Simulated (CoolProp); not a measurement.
Vapour-liquid equilibrium of ethane (1) + propane (2) at 183.3 K; x and y are mole fractions of (1).

Values from CoolProp's multi-fluid Helmholtz-energy mixture model, Bücker 2006 and Lemmon 2009; pair parameters Kunz 2012.

**Question.** Give the bubble pressure and the first vapour's composition at x = 0.05, 0.65, 0.95. Is there an azeotrope?

**Answer.** x = 0.05: 0.1073 bar, y = 0.421; x = 0.65: 0.6193 bar, y = 0.962; x = 0.95: 0.8996 bar, y = 0.997. No azeotrope shows between x = 0.05 and 0.95.

The pair parameters rest on a limited set of measurements; away from them the model extrapolates.
